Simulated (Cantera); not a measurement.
An isothermal, constant-pressure homogeneous reactor starts with H2 : O2 = 0.041 : 1 (molar parts), equivalence ratio 0.021, at 1300 K and 0.0133 bar.

Model: GRI-Mech 3.0 (53 species, 325 reactions), integrated in Cantera. Radical loss at walls, strong at low pressure, is not modelled. The temperature is held fixed by assumption; the heat of reaction is taken as removed at once.

x: mole fraction; the columns are a selection and need not sum to one.

```tsv
t (s)	x H2	x O2	x HO2	x H2O2	x O	x H2O	x OH
2.00e-6	0.0394	0.961	3.98e-10	<1e-12	1.36e-11	<1e-12	1.36e-11
1.07e-5	0.0394	0.961	(withheld)	<1e-12	3.52e-10	1.80e-11	3.45e-10
5.77e-5	0.0394	0.961	1.15e-8	2.37e-12	6.87e-9	1.91e-9	6.21e-9
0.000310	0.0394	0.961	6.19e-8	6.68e-11	1.80e-7	1.85e-7	1.38e-7
0.00167	(withheld)	0.953	1.96e-6	5.45e-8	(withheld)	(withheld)	0.00338
0.00894	0.000512	0.930	2.04e-6	5.70e-8	0.0270	0.0352	0.00360
0.0480	0.000323	0.941	1.75e-6	5.43e-8	0.0164	0.0370	0.00288
0.258	6.23e-5	0.956	8.03e-7	3.42e-8	0.00305	0.0393	0.00127
1.39	3.94e-6	0.959	1.21e-7	8.73e-9	0.000191	0.0400	0.000322
7.45	2.81e-7	0.960	2.01e-8	1.38e-9	1.36e-5	0.0401	8.63e-5
40.0	4.17e-8	0.960	2.26e-8	3.06e-10	2.03e-6	0.0402	3.33e-5
```

Question: What belongs in the gaps?

Answer: 
- 1.07e-5, x HO2: 2.14e-9
- 0.00167, x H2: 0.0296
- 0.00167, x O: 0.00524
- 0.00167, x H2O: 0.00714
